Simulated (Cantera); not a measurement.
**Adiabatic ignition**

An adiabatic, constant-volume homogeneous reactor starts with H2 : O2 : N2 : NO = 1 : 0.714 : 2.69 : 0.0079 (molar parts), at 1548 K and 1.00 atm.

Detailed kinetics in Cantera: GRI-Mech 3.0 (53 species, 325 reactions).

```tsv
t (s)	T (K)	P (bar)	x H2	x O2	x NO	x OH	x HO2	x H2O2	x N2
5.00e-6	1548	1.01	0.226	0.162	0.00179	1.86e-5	4.31e-6	7.29e-8	0.610
1.38e-5	1860	1.20	0.0371	0.0632	0.00183	0.0227	2.90e-5	1.21e-6	0.619
3.82e-5	2574	1.58	0.0303	0.0534	0.00207	0.0369	1.27e-5	3.81e-7	0.649
0.000106	2887	1.74	0.0214	0.0500	0.00373	0.0361	1.89e-5	8.48e-7	0.662
0.000292	2888	1.74	0.0213	0.0481	0.00830	0.0354	1.85e-5	8.45e-7	0.660
0.000809	2881	1.73	0.0214	0.0455	0.0147	0.0344	1.75e-5	8.15e-7	0.658
0.00224	2878	1.73	0.0215	0.0445	0.0172	0.0340	1.71e-5	8.04e-7	0.657
0.00618	2878	1.73	0.0215	0.0445	0.0173	0.0340	1.71e-5	8.04e-7	0.657
0.0171	2878	1.73	0.0215	0.0445	0.0173	0.0340	1.71e-5	8.04e-7	0.657
0.0473	2878	1.73	0.0215	0.0445	0.0173	0.0340	1.71e-5	8.04e-7	0.657
0.131	2878	1.73	0.0215	0.0445	0.0173	0.0340	1.71e-5	8.04e-7	0.657
0.362	2878	1.73	0.0215	0.0445	0.0173	0.0340	1.71e-5	8.04e-7	0.657
1.00	2878	1.73	0.0215	0.0445	0.0173	0.0340	1.71e-5	8.04e-7	0.657
```
x: mole fraction; the columns are a selection and need not sum to one.

```yaml
time_of_steepest_temperature_rise: 11.3 µs
temperature at 1.00 s: 2878 K
equilibrium_temperature: 2878 K
x(H2) at 1.00 s: 0.0215 (gas-phase equilibrium 0.0215)
x(O2) at 1.00 s: 0.0445 (gas-phase equilibrium 0.0445)
x(NO) at 1.00 s: 0.0173 (gas-phase equilibrium 0.0173)
```
